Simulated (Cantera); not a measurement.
Charge: 1 mol Si2Cl6, 0.14 mol NH3, 1.3 mol N2, at 625 °C and 96000 Pa.

These are equilibrium values from Cantera (NASA tables, ideal gas, pure condensed phases), not measurements of a reactor. Candidate condensed phases: NH4Cl, Si, Si3N4; 28 gas species. The feed counts by its element totals alone. Rates play no part.

Base state: SiCl4 0.512, N2 0.355, HCl 0.115, H2 0.0180, SiHCl3 0.000222 (mole fractions); condensed: Si3N4(s).

### Question
What changes in the equilibrium state with this change: N2 from 1.3 to 63 mol?

### Answer
```tsv
species	before	after
N2	0.355	0.972
SiCl4	0.512	0.0217
HCl	0.115	0.00616
H2	0.0180	0.000178
SiHCl3	0.000222	1.75e-6
Si3N4(s), mol	0.193	0.200
```

### Question
What changes in the equilibrium state with this change: pressure from 96000 Pa to 800 Pa?

### Answer
| species | before | after |
|---|---|---|
| SiCl4 | 0.512 | 0.507 |
| N2 | 0.355 | 0.352 |
| HCl | 0.115 | 0.130 |
| H2 | 0.0180 | 0.0104 |
| SiCl3 | 6.82e-6 | 4.99e-5 |
| SiHCl3 | 0.000222 | 0.000113 |
| Si3N4(s), mol | 0.193 | 0.197 |
The tables' values for SiCl3 are old estimates; treat these amounts as uncertain.

### Question
What changes in the equilibrium state with this change: temperature from 625 °C to 977 °C?

### Answer
```
species          before     after
-------------  --------  --------
SiCl4             0.512     0.504
N2                0.355     0.353
HCl               0.115     0.126
H2               0.0180    0.0117
SiCl2           4.40e-9  0.000177
SiCl3           6.82e-6   0.00353
SiHCl3         0.000222   0.00166
Si3N4(s), mol     0.193     0.195
```
The tables' values for SiCl3 are old estimates; treat these amounts as uncertain.
